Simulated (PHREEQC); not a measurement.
A column of 0.5 m (40 cells, dispersivity 0.025 m, 300 s a shift, diffusion coefficient 3e-10 m²/s) holds 0.29 eq of the database's cation exchanger X per kg of pore water, first in equilibrium with 0.0084 mol MgCl2 and 1e-05 mol HCl per kg of water. It is flushed with 9.5 mmol/kgw NH4Cl, 92 mmol/kgw MnCl2 and 0.01 mmol/kgw HCl, at 25 °C. Values are for the last cell. No CO2 enters from the air. Precipitation was switched off in this run.

Base run: PHREEQC, ion-association model, phreeqc.dat. Each further column changes one thing. The table gives NH4 in solution (mol/kgw).

```json
[
 {"pore volumes": "0", "base": "0", "exchange capacity from 0.29 to 0.14 eq/kgw": "0", "dispersivity from 0.025 to 0.05 m": "0"},
 {"pore volumes": "0.6125", "base": "2.61e-13", "exchange capacity from 0.29 to 0.14 eq/kgw": "9.30e-9", "dispersivity from 0.025 to 0.05 m": "(withheld)"},
 {"pore volumes": "1.212", "base": "2.45e-5", "exchange capacity from 0.29 to 0.14 eq/kgw": "(withheld)", "dispersivity from 0.025 to 0.05 m": "0.000179"},
 {"pore volumes": "1.812", "base": "0.000726", "exchange capacity from 0.29 to 0.14 eq/kgw": "0.00398", "dispersivity from 0.025 to 0.05 m": "0.00145"},
 {"pore volumes": "2.413", "base": "0.00255", "exchange capacity from 0.29 to 0.14 eq/kgw": "0.00694", "dispersivity from 0.025 to 0.05 m": "0.00332"},
 {"pore volumes": "3.013", "base": "0.00470", "exchange capacity from 0.29 to 0.14 eq/kgw": "0.00851", "dispersivity from 0.025 to 0.05 m": "0.00508"},
 {"pore volumes": "3.612", "base": "0.00651", "exchange capacity from 0.29 to 0.14 eq/kgw": "0.00916", "dispersivity from 0.025 to 0.05 m": "0.00647"},
 {"pore volumes": "4.213", "base": "0.00778", "exchange capacity from 0.29 to 0.14 eq/kgw": "0.00939", "dispersivity from 0.025 to 0.05 m": "0.00748"},
 {"pore volumes": "4.812", "base": "0.00856", "exchange capacity from 0.29 to 0.14 eq/kgw": "0.00947", "dispersivity from 0.025 to 0.05 m": "0.00818"},
 {"pore volumes": "5.412", "base": "0.00902", "exchange capacity from 0.29 to 0.14 eq/kgw": "0.00949", "dispersivity from 0.025 to 0.05 m": "(withheld)"},
 {"pore volumes": "6.013", "base": "0.00926", "exchange capacity from 0.29 to 0.14 eq/kgw": "(withheld)", "dispersivity from 0.025 to 0.05 m": "0.00896"}
]
```

Q: Some entries are withheld; supply them.

A: 
- 0.6125, dispersivity from 0.025 to 0.05 m: 1.01e-8
- 1.212, exchange capacity from 0.29 to 0.14 eq/kgw: 0.000665
- 5.412, dispersivity from 0.025 to 0.05 m: 0.00866
- 6.013, exchange capacity from 0.29 to 0.14 eq/kgw: 0.00950
